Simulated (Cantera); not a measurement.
What does this Cantera script print?

```python
import numpy as np
import cantera as ct

gas_names = """
    N NO NO2 NO3 N2 N2O O O2 O3 Pb PbO Pb2
""".split()
cond_names = """
    Pb(cr) Pb(L) PbO(rd) PbO(yw) PbO(L) PbO2(s) Pb3O4(s)
""".split()


# ... load() reads the species with a 1 bar reference pressure and builds the phases ...
atoms = {
    'PbO': {'Pb': 1, 'O': 1},
    'N2': {'N': 2},
}
top_T = {'Pb3O4(s)': 820}  # K; cautious upper limits of use, not melting points


# ... equilibrate(T, P, feed) seeds the gas with the atoms and calls Mixture.equilibrate('TP', solver="vcs", rtol=1e-11, max_steps=5000) ...
results = []
feed = {'PbO': 1, 'N2': 0.16}  # mol
T = 773.15  # K
P = 820  # Pa
mix = equilibrate(T, P, feed)
results.append((T, P, feed, dict(zip(mix.species_names, mix.species_moles))))
x = sorted(zip(gas.X, gas.species_names), reverse=True)
print(f"T = {T:g} K  P = {P:g} Pa  gas = {mix.phase_moles(0):.4g} mol")
print("   x: " + "  ".join(f"{s} {v:.3e}" for v, s in x if v > 0.001))
print("   condensed (mol): " + ("  ".join(f"{mix.phase(i).name} {mix.phase_moles(i):.4g}"
      for i in range(1, mix.n_phases) if mix.phase_moles(i) > 1e-12) or "none"))
```

It prints:

```
T = 773.15 K  P = 820 Pa  gas = 0.16 mol
   x: N2 1.000e+00
   condensed (mol): PbO(yw) 1
```

These are equilibrium values from Cantera (NASA tables, ideal gas, pure condensed phases), not measurements of a reactor.
